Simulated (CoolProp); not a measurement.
Vapour-liquid equilibrium of propane (1) + isobutene (2) at 0.47 bar; x and y are mole fractions of (1).

Values from CoolProp's multi-fluid Helmholtz-energy mixture model, Lemmon 2009 and Lemmon 2005; pair parameters Bell 2016.

```
x      bubble temperature (K)  y at the bubble point  dew temperature at overall composition x (K)  liquid density (mol/L)
-----  ----------------------  ---------------------  --------------------------------------------  ----------------------
0.05                    243.1                  0.242                                         247.1                   11.67
0.125                   237.8                  0.456                                         245.6                   11.86
0.2                     234.0                  0.583                                         244.0                   12.02
0.275                   231.1                  0.669                                         242.3                   12.17
0.35                    228.7                  0.734                                         240.6                   12.31
0.425                   226.6                  0.785                                         238.6                   12.45
0.5                     224.8                  0.827                                         236.5                   12.60
0.575                   223.1                  0.864                                         234.3                   12.74
0.65                    221.4                  0.896                                         231.8                   12.89
0.725                   219.9                  0.924                                         229.0                   13.03
0.8                     218.5                  0.949                                         226.0                   13.18
0.875                   217.1                  0.971                                         222.5                   13.33
0.95                    215.8                  0.989                                         218.4                   13.48
```

No azeotrope shows between x = 0.05 and 0.95.

Pair parameters are fitted to limited data, so mixtures are less certain than the pure fluids.
